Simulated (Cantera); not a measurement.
Input: 1 mol CaCO₃, 0.96 mol H₂O, 1.9 mol CO₂, at 13.0 mbar.

These are equilibrium values from Cantera (NASA tables, ideal gas, pure condensed phases), not measurements of a reactor. Candidate condensed phases: C, C₆H₆, C₇H₈, C₈H₁₈, Ca, CaCO₃, CaO, Ca(OH)₂, H₂O; 115 gas species. Equilibrium is a limit: real reactors are often held back by kinetics, nucleation or transport.

**Question.** Which condensed phases are stable at each of these points (T (°C)): 527, 577, 627, 677, 727, 777, 827, 877, 927, 977, 1027, 1077, 1127, 1177?

**Answer.** 
```
T (°C)  condensed phases  Ca condensed (%)
------  ----------------  ----------------
527       CaCO₃(calcite)             100.0
577       CaCO₃(calcite)             100.0
627       CaCO₃(calcite)             100.0
677               CaO(s)             100.0
727               CaO(s)             100.0
777               CaO(s)             100.0
827               CaO(s)             100.0
877               CaO(s)             100.0
927               CaO(s)             100.0
977               CaO(s)             100.0
1027              CaO(s)             100.0
1077              CaO(s)             100.0
1127              CaO(s)             100.0
1177              CaO(s)             100.0
```

From 527 °C to 627 °C the condensed part is CaCO₃(calcite). From 677 °C to 1177 °C the condensed part is CaO(s).
